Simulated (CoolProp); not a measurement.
Values from CoolProp's reference Helmholtz-energy equation of state, Beckmüller 2019.

### Question
Give the vapour pressure (MPa), liquid density (kg/m³), enthalpy of vaporisation (kJ/kg), vapour Z of saturated n-octane at 496.9, 505.7, 523.2 K.

### Answer
```tsv
T (K)	p (MPa)	liquid density (kg/m³)	enthalpy of vaporisation (kJ/kg)	vapour Z
496.9	0.842	499	215	0.752
505.7	0.975	485	204	0.724
523.2	1.29	455	179	0.660
```
